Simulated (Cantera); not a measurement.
Cantera run, input and output.

```python
import numpy as np
import cantera as ct

gas = ct.Solution("gri30.yaml")
gas.TPX = 1025, 500000, {'CO': 1, 'H2': 0.18, 'O2': 1.97, 'N2': 7.39}
reactor = ct.IdealGasReactor(gas, energy="on", clone=False)
net = ct.ReactorNet([reactor])
net.rtol, net.atol = 1e-08, 1e-16
show = ['CO', 'H2', 'O2', 'NO', 'NO2']
times = np.geomspace(2e-06, 1, 15)

steps = ct.SolutionArray(gas, extra=["t"])
rows = []
print(f"{'t/s':>10s}{'T/K':>9s}{'P/Pa':>11s}" + "".join(f"{s:>11s}" for s in show))
for t in times:
    while net.time < t:
        t_next = net.step()
        steps.append(gas.state, t=t_next)
    rows.append([np.interp(t, steps.t, y) for y in (steps.T, steps.P, *steps(*show).X.T)])
    print(f"{t:10.3e}{rows[-1][0]:9.1f}{rows[-1][1]:11.4g}" + "".join(f"{x:11.3e}" for x in rows[-1][2:]))
rate = np.gradient(steps.T, steps.t)
print("integrator steps:", len(steps.t))
if steps.T.max() > steps.T[0] + 200:
    print(f"time of steepest temperature rise: {steps.t[rate.argmax()]:.4e} s")
gas.TPX = 1025, 500000, {'CO': 1, 'H2': 0.18, 'O2': 1.97, 'N2': 7.39}
gas.equilibrate("UV")
print(f"equilibrium (UV): T = {gas.T:.1f} K  " + "  ".join(f"{s} {gas[s].X[0]:.3e}" for s in show))
```

Output:

```
       t/s      T/K       P/Pa         CO         H2         O2         NO        NO2
 2.000e-06   1025.0      5e+05  9.488e-02  1.708e-02  1.869e-01  2.598e-22  3.731e-30
 5.106e-06   1025.0      5e+05  9.488e-02  1.708e-02  1.869e-01  2.287e-21  3.576e-28
 1.304e-05   1025.0      5e+05  9.488e-02  1.708e-02  1.869e-01  1.798e-20  3.368e-26
 3.328e-05   1025.0      5e+05  9.488e-02  1.708e-02  1.869e-01  9.924e-20  1.981e-24
 8.498e-05   1025.0      5e+05  9.488e-02  1.708e-02  1.869e-01  4.721e-19  8.064e-23
 2.170e-04   1025.0      5e+05  9.488e-02  1.708e-02  1.869e-01  3.604e-18  4.747e-21
 5.539e-04   1025.1      5e+05  9.487e-02  1.708e-02  1.869e-01  1.296e-16  1.803e-18
 1.414e-03   1027.0  5.009e+05  9.477e-02  1.700e-02  1.868e-01  5.191e-14  2.507e-14
 3.611e-03   1086.7  5.284e+05  9.184e-02  1.438e-02  1.842e-01  2.239e-11  1.968e-11
 9.218e-03   2117.4  9.755e+05  2.892e-04  1.022e-05  1.384e-01  1.967e-04  7.130e-07
 2.354e-02   2116.1  9.749e+05  2.868e-04  1.015e-05  1.382e-01  6.437e-04  2.336e-06
 6.009e-02   2113.1  9.735e+05  2.812e-04  9.975e-06  1.376e-01  1.696e-03  6.166e-06
 1.534e-01   2107.1  9.707e+05  2.704e-04  9.634e-06  1.366e-01  3.801e-03  1.387e-05
 3.917e-01   2099.6  9.672e+05  2.572e-04  9.218e-06  1.353e-01  6.456e-03  2.368e-05
 1.000e+00   2096.3  9.657e+05  2.516e-04  9.041e-06  1.347e-01  7.610e-03  2.797e-05
integrator steps: 1633
time of steepest temperature rise: 4.0209e-03 s
equilibrium (UV): T = 2096.1 K  CO 2.513e-04  H2 9.032e-06  O2 1.347e-01  NO 7.670e-03  NO2 2.819e-05
```

Model: GRI-Mech 3.0 (53 species, 325 reactions), integrated in Cantera. The hydrogen kinetics of GRI-Mech 3.0 are dated; newer H2 mechanisms differ, most at raised pressure.
